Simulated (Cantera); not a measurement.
Gas-phase reforming

An isothermal, constant-pressure homogeneous reactor starts with 55.6 % CH4, 44.4 % CO2, at 1300 K and 100.0 Torr.

Cantera simulation using GRI-Mech 3.0 (53 species, 325 reactions); the numbers are that mechanism's predictions, not measurements.

| t (s) | x CH4 | x CO2 | x HCO | x H | x C2H4 | x OH |
|---|---|---|---|---|---|---|
| 1.00e-5 | 0.556 | 0.444 | <1e-12 | 6.18e-10 | <1e-12 | 1.22e-12 |
| 4.68e-5 | 0.556 | 0.444 | <1e-12 | 6.18e-10 | <1e-12 | 1.23e-12 |
| 0.000219 | 0.556 | 0.444 | <1e-12 | 6.19e-10 | <1e-12 | 1.23e-12 |
| 0.00102 | 0.556 | 0.444 | <1e-12 | 6.19e-10 | 8.37e-11 | 1.23e-12 |
| 0.00478 | 0.556 | 0.444 | <1e-12 | 6.33e-10 | 8.51e-9 | 1.25e-12 |
| 0.0224 | 0.556 | 0.444 | <1e-12 | 7.49e-10 | 4.80e-7 | 1.49e-12 |
| 0.105 | 0.555 | 0.444 | <1e-12 | 9.48e-10 | 6.56e-6 | 1.88e-12 |
| 0.489 | 0.555 | 0.444 | 4.60e-12 | 2.23e-9 | 8.78e-5 | 4.49e-12 |
| 2.29 | 0.551 | 0.444 | 1.01e-11 | 1.23e-8 | 0.000925 | 2.63e-11 |
| 10.7 | 0.532 | 0.437 | 9.19e-12 | 6.18e-8 | 0.00197 | 1.70e-10 |
| 50.0 | 0.461 | 0.397 | 8.90e-12 | 1.93e-7 | 0.00213 | 1.07e-9 |
x: mole fraction; the columns are a selection and need not sum to one.

Equilibrium at this temperature and pressure: CH4 0.0402, CO2 8.96e-7, HCO 5.30e-10, H 2.13e-6, C2H4 0.00138, OH <1e-12 (gas phase only).
